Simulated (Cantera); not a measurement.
Input (Python, Cantera) and output of one run.

```python
import numpy as np
import cantera as ct

gas_names = """
    H HI HO2 H2 H2O H2O2 I I2 Mg MgH MgI MgI2 MgO MgOH MgO2H2 Mg2 O OH O2 O3
""".split()
cond_names = """
    H2O(s) H2O(L) I2(cr) I2(L) Mg(cr) Mg(L) MgI2(s) MgI2(L) MgO(s) MgO(L) MgO2H2(s)
""".split()


def load(file, names, dense=False):
    # The tables refer to 1 bar. Condensed volumes are neglected.
    table = {s.name: s for s in ct.Species.list_from_file(file)}
    out = []
    for n in names:
        d = dict(table[n].input_data)
        d["thermo"] = dict(d["thermo"], **{"reference-pressure": 1e5})
        if dense:
            d["equation-of-state"] = {"model": "constant-volume", "density": "1e6 g/cm^3"}
        out.append(ct.Species.from_dict(d))
    return out


gas = ct.Solution(thermo="ideal-gas", species=load("nasa_gas.yaml", gas_names))
cond = {s.name: ct.Solution(thermo="fixed-stoichiometry", species=[s], name=s.name)
        for s in load("nasa_condensed.yaml", cond_names, dense=True)}
atoms = {
    'MgO': {'Mg': 1, 'O': 1},
    'HI': {'H': 1, 'I': 1},
}
top_T = {}  # K; cautious upper limits of use, not melting points


def equilibrate(T, P, feed):
    n = {}
    for name, mol in feed.items():
        for a, k in atoms[name].items():
            n[a] = n.get(a, 0.0) + k * mol
    gas.TPX = T, P, n
    mass = sum(n.values()) * gas.mean_molecular_weight
    gas.equilibrate("TP")
    valid = [c for c in cond.values() if c.min_temp <= T <= top_T.get(c.name, c.max_temp)]
    mix = ct.Mixture([(gas, mass / gas.mean_molecular_weight)] + [(c, 0.0) for c in valid])
    mix.T, mix.P = T, P
    mix.equilibrate("TP", solver="vcs", rtol=1e-11, max_steps=5000)
    return mix


results = []
feed = {'MgO': 1, 'HI': 1.9}  # mol
P = 1333.22  # Pa
for T in [823, 873, 923, 973, 1023, 1073, 1123, 1173, 1223, 1273]:
    mix = equilibrate(T, P, feed)
    results.append((T, P, feed, dict(zip(mix.species_names, mix.species_moles))))
    x = sorted(zip(gas.X, gas.species_names), reverse=True)
    print(f"T = {T:g} K  P = {P:g} Pa  gas = {mix.phase_moles(0):.4g} mol")
    print("   x: " + "  ".join(f"{s} {v:.3e}" for v, s in x if v > 0.0001))
    print("   condensed (mol): " + ("  ".join(f"{mix.phase(i).name} {mix.phase_moles(i):.4g}"
          for i in range(1, mix.n_phases) if mix.phase_moles(i) > 1e-12) or "none"))
```

Output:

```
T = 823 K  P = 1333.22 Pa  gas = 1.921 mol
   x: HI 7.436e-01  H2 1.220e-01  I2 1.110e-01  I 2.198e-02  H2O 7.699e-04  MgI2 7.699e-04
   condensed (mol): MgO(s) 0.9985
T = 873 K  P = 1333.22 Pa  gas = 1.94 mol
   x: HI 7.178e-01  H2 1.294e-01  I2 1.087e-01  I 4.134e-02  H2O 1.343e-03  MgI2 1.343e-03
   condensed (mol): MgO(s) 0.9974
T = 923 K  P = 1333.22 Pa  gas = 1.97 mol
   x: HI 6.842e-01  H2 1.379e-01  I2 1.024e-01  I 7.113e-02  H2O 2.165e-03  MgI2 2.165e-03
   condensed (mol): MgO(s) 0.9957
T = 973 K  P = 1333.22 Pa  gas = 2.013 mol
   x: HI 6.413e-01  H2 1.480e-01  I 1.126e-01  I2 9.167e-02  H2O 3.243e-03  MgI2 3.243e-03
   condensed (mol): MgO(s) 0.9935
T = 1023 K  P = 1333.22 Pa  gas = 2.071 mol
   x: HI 5.886e-01  I 1.648e-01  H2 1.599e-01  I2 7.753e-02  H2O 4.534e-03  MgI2 4.534e-03
   condensed (mol): MgO(s) 0.9906
T = 1073 K  P = 1333.22 Pa  gas = 2.14 mol
   x: HI 5.280e-01  I 2.244e-01  H2 1.740e-01  I2 6.179e-02  H2O 5.946e-03  MgI2 5.946e-03
   condensed (mol): MgO(s) 0.9873
T = 1123 K  P = 1333.22 Pa  gas = 2.217 mol
   x: HI 4.627e-01  I 2.863e-01  H2 1.897e-01  I2 4.659e-02  H2O 7.352e-03  MgI2 7.352e-03
   condensed (mol): MgO(s) 0.9837
T = 1173 K  P = 1333.22 Pa  gas = 2.297 mol
   x: HI 3.971e-01  I 3.457e-01  H2 2.064e-01  I2 3.358e-02  H2O 8.629e-03  MgI2 8.629e-03
   condensed (mol): MgO(s) 0.9802
T = 1223 K  P = 1333.22 Pa  gas = 2.374 mol
   x: I 3.992e-01  HI 3.349e-01  H2 2.230e-01  I2 2.343e-02  H2O 9.689e-03  MgI2 9.689e-03
   condensed (mol): MgO(s) 0.977
T = 1273 K  P = 1333.22 Pa  gas = 2.444 mol
   x: I 4.453e-01  HI 2.790e-01  H2 2.387e-01  I2 1.604e-02  H2O 1.049e-02  MgI2 1.049e-02
   condensed (mol): MgO(s) 0.9744
```

Cantera equilibrium calculation (NASA polynomials, part measured and part estimated; ideal gas, pure solids and liquids).
